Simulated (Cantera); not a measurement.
What does this Cantera script print?

```python
import numpy as np
import cantera as ct

gas_names = """
    B BF BF2 BF3 BH BHF2 BH2 BH3 BO BOF BOF2 BO2 B2 B2O B2O2 B2O3 B3O3F3 B3O3H3 F FO FO2 F2 F2O H HBO
    HBO2 HF HOF HO2 H2 H2F2 H2O H2O2 H3B3O6 H3F3 H4F4 H5F5 H6F6 H7F7 O OH O2 O3
""".split()
cond_names = """
    B(b) B(L) B2O3(L) B3O3H3(cr) H2O(s) H2O(L)
""".split()


# ... load() reads the species with a 1 bar reference pressure and builds the phases ...
atoms = {
    'B2O3': {'B': 2, 'O': 3},
    'F2': {'F': 2},
    'H2': {'H': 2},
}
top_T = {}  # K; cautious upper limits of use, not melting points


# ... equilibrate(T, P, feed) seeds the gas with the atoms and calls Mixture.equilibrate('TP', solver="vcs", rtol=1e-11, max_steps=5000) ...
results = []
feed = {'B2O3': 1, 'F2': 5.6, 'H2': 7.8}  # mol
T = 1923  # K
P = 2000  # Pa
mix = equilibrate(T, P, feed)
results.append((T, P, feed, dict(zip(mix.species_names, mix.species_moles))))
print(gas.report(threshold=1e-06))
for i in range(1, mix.n_phases):
    print(f"{mix.phase(i).name:16s} {mix.phase_moles(i):12.5e} mol")
```

Output:

```
       temperature   1923 K
          pressure   2000 Pa
           density   0.0025925 kg/m^3
  mean mol. weight   20.725 kg/kmol
   phase of matter   gas

                          1 kg             1 kmol
                     ---------------   ---------------
          enthalpy       -1.0497e+07       -2.1755e+08  J
   internal energy       -1.1268e+07       -2.3354e+08  J
           entropy             13523        2.8027e+05  J/K
    Gibbs function       -3.6501e+07       -7.5651e+08  J
 heat capacity c_p            1869.6             38748  J/K
 heat capacity c_v            1468.4             30433  J/K

                      mass frac. Y      mole frac. X     chem. pot. / RT
                     ---------------   ---------------   ---------------
                BF        1.7653e-06        1.2274e-06           -52.895
               BF2        0.00014219        6.0381e-05           -86.257
               BF3         0.0078816         0.0024091           -119.62
              BHF2        8.8977e-06        3.7019e-06           -98.834
                BO        1.7926e-05        1.3858e-05           -43.427
               BOF           0.28957           0.13101           -76.789
              BOF2        4.1623e-06        1.3312e-06           -110.15
               BO2        1.9851e-05        9.6108e-06           -67.321
              B2O3        0.00013538        4.0302e-05           -110.75
                 F        2.9819e-06         3.253e-06           -33.361
                 H        0.00012615         0.0025937           -12.577
               HBO         6.949e-05        5.1774e-05           -56.005
              HBO2          0.011404         0.0053941           -79.898
                HF           0.61803           0.64024           -45.939
                H2          0.014747           0.15161           -25.155
               H2O           0.05776           0.06645           -49.048
                 O        9.6448e-07        1.2494e-06           -23.893
                OH        8.0302e-05         9.786e-05           -36.471
     [  +25 minor]        7.6018e-07        3.7858e-07

B(b)              0.00000e+00 mol
B2O3(L)           0.00000e+00 mol
B3O3H3(cr)        0.00000e+00 mol
```

Method: chemical equilibrium by Gibbs-energy minimisation in Cantera with the NASA 1993 tables (ideal gas, pure condensed phases). The tables' values for BF2 are old estimates; treat these amounts as uncertain.
